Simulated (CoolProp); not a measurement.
Vapour-liquid equilibrium of cyclopentane (1) + octamethylcyclotetrasiloxane (D4) (2) at 4.61 bar; x and y are mole fractions of (1).

The numbers come from the multi-fluid Helmholtz-energy mixture model, Gedanitz 2015 and Thol 2015; pair parameters Bell 2016 in CoolProp.

```json
[
 {"x": "0.05", "bubble temperature, mixture model (K)": "509.6", "bubble temperature, Raoult's law (K)": "496.0", "y, mixture model": "0.179", "y, Raoult's law": "0.399"},
 {"x": "0.2", "bubble temperature, mixture model (K)": "476.7", "bubble temperature, Raoult's law (K)": "450.8", "y, mixture model": "0.611", "y, Raoult's law": "0.815"},
 {"x": "0.35", "bubble temperature, mixture model (K)": "446.7", "bubble temperature, Raoult's law (K)": "425.3", "y, mixture model": "0.838", "y, Raoult's law": "0.925"},
 {"x": "0.5", "bubble temperature, mixture model (K)": "422.8", "bubble temperature, Raoult's law (K)": "408.5", "y, mixture model": "0.935", "y, Raoult's law": "0.965"},
 {"x": "0.65", "bubble temperature, mixture model (K)": "(withheld)", "bubble temperature, Raoult's law (K)": "396.4", "y, mixture model": "(withheld)", "y, Raoult's law": "0.984"},
 {"x": "0.8", "bubble temperature, mixture model (K)": "(withheld)", "bubble temperature, Raoult's law (K)": "387.1", "y, mixture model": "(withheld)", "y, Raoult's law": "0.993"},
 {"x": "0.95", "bubble temperature, mixture model (K)": "(withheld)", "bubble temperature, Raoult's law (K)": "379.7", "y, mixture model": "0.999", "y, Raoult's law": "0.999"}
]
```

Problem. Complete the blanks.

Solution. 
- 0.65, bubble temperature, mixture model (K): 404.5
- 0.65, y, mixture model: 0.975
- 0.8, bubble temperature, mixture model (K): 390.6
- 0.8, y, mixture model: 0.992
- 0.95, bubble temperature, mixture model (K): 380.1

The largest gap from Raoult's law is +25.9 K in bubble temperature, at x = 0.2. No azeotrope shows between x = 0.05 and 0.95.

The pair parameters rest on a limited set of measurements; away from them the model extrapolates. With so large a gap from Raoult's law the liquid may split in two, which this calculation doesn't test in full.
